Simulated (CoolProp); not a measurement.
1,2-dichloroethane along the isotherm 421.3 K: Z from the reference equation and from simpler models built on Tc = 561.6 K, pc = 5.226 MPa, ω = 0.269; each cubic takes its own stable root.

The numbers come from the reference Helmholtz-energy equation of state, Thol 2015 in CoolProp.

| p (MPa) | phase | reference | van der Waals | Redlich-Kwong | Soave-Redlich-Kwong | Peng-Robinson |
|---|---|---|---|---|---|---|
| 0.0413 | gas | 0.9930 | 0.9954 | 0.9940 | 0.9934 | 0.9930 |
| 0.0643 | gas | 0.9891 | 0.9928 | 0.9906 | 0.9896 | 0.9890 |
| 0.1 | gas | 0.9829 | 0.9887 | 0.9853 | 0.9838 | 0.9829 |
| 0.156 | gas | 0.9732 | 0.9823 | 0.9768 | 0.9745 | 0.9731 |
| 0.243 | gas | 0.9576 | 0.9722 | 0.9635 | 0.9598 | 0.9575 |
| 0.378 | gas | 0.9324 | 0.9561 | 0.9422 | 0.9362 | 0.9327 |
| 0.589 | liquid | 0.01593 | 0.9297 | 0.9071 | 0.01836 | 0.01619 |
| 0.917 | liquid | 0.02478 | 0.8856 | 0.02994 | 0.02854 | 0.02518 |
| 1.43 | liquid | 0.03859 | ? | ? | 0.04440 | 0.03918 |
| 2.22 | liquid | 0.05978 | ? | 0.07185 | 0.06867 | 0.06063 |
| 3.46 | liquid | 0.09288 | 0.1585 | 0.1111 | 0.1064 | 0.09404 |
| 5.39 | liquid | 0.1440 | 0.2426 | 0.1712 | 0.1645 | 0.1455 |
| 8.39 | liquid | 0.2226 | 0.3693 | 0.2625 | 0.2532 | 0.2242 |
| 13.1 | liquid | 0.3440 | ? | 0.4016 | 0.3892 | 0.3453 |

Question: Complete the blanks.

Answer: 
- 1.43, van der Waals: 0.8053
- 1.43, Redlich-Kwong: 0.04652
- 2.22, van der Waals: 0.1031
- 13.1, van der Waals: 0.5612

At some of these states van der Waals, Redlich-Kwong gives the other phase, because its saturation line lies elsewhere.
